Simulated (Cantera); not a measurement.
Feed: 1 mol H2S, 0.057 mol H2, 0.31 mol O2, held at 4.60 mbar.

These are equilibrium values from Cantera (NASA tables, ideal gas, pure condensed phases), not measurements of a reactor. Candidate condensed phases: H2O, H2SO4, S; 19 gas species. Gases not in the tables: S3 to S7. The numbers say what is thermodynamically allowed, not how fast it happens.

log p: log10 of the partial pressure in bar; nothing condenses.

| T (K) | log p H2O | log p H2S | log p S2 | log p H2 | log p SO2 |
|---|---|---|---|---|---|
| 825 | -2.68 | -2.82 | -3.03 | -4.43 | -4.54 |
| 875 | -2.68 | -2.83 | -3.02 | -4.13 | -4.66 |
| 925 | -2.68 | -2.86 | -3.00 | -3.87 | -4.74 |
| 975 | -2.69 | -2.89 | -2.99 | -3.65 | -4.79 |
| 1025 | -2.69 | -2.94 | -2.97 | … | -4.80 |
| 1075 | -2.70 | -3.00 | -2.95 | -3.33 | -4.77 |
| 1125 | -2.71 | -3.07 | -2.93 | -3.22 | -4.71 |
| 1175 | -2.72 | -3.16 | -2.91 | -3.13 | -4.62 |
| 1225 | -2.73 | -3.25 | -2.90 | -3.07 | -4.52 |
| 1275 | -2.74 | -3.34 | -2.89 | -3.01 | -4.41 |
| 1325 | -2.75 | … | -2.88 | -2.97 | … |
| 1375 | -2.76 | -3.53 | -2.88 | -2.94 | -4.19 |
| 1425 | -2.77 | -3.62 | -2.88 | -2.91 | -4.09 |

Q: What belongs in the gaps?

A: 
- 1325, log p H2S: -3.44
- 1325, log p SO2: -4.30
- 1025, log p H2: -3.47
